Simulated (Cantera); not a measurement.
A perfectly stirred reactor is fed with 19.2 % CH3OH, 17.0 % O2, 63.8 % N2, equivalence ratio 1.7, at 7.99 atm; it is adiabatic with a 700 K inlet, and is followed from long to short residence time, starting on the burning branch (τ in s: 0.047, 0.023, 0.011, 0.0055, 0.0027, 0.0013, 0.00064, 0.00031, 0.00015, 7.4e-05, 3.6e-05, 1.8e-05).

Computed with Cantera and GRI-Mech 3.0 (53 species, 325 reactions). GRI-Mech 3.0 was tuned for natural gas; its chemistry of methanol as a main component is partial and can be far from experiment.

One state of this run: T (K) = 2079; x CH3OH = 7.26e-5; x O2 = 0.00150; x CH4 = 0.000167; x H2O = 0.223; x NO = 6.23e-5. x: mole fraction; the columns are a selection and need not sum to one.

### Question
Which value of τ (s) does it belong to?
A. 0.0055
B. 0.0013
C. 0.00015
D. 0.011

### Answer
C, 0.00015
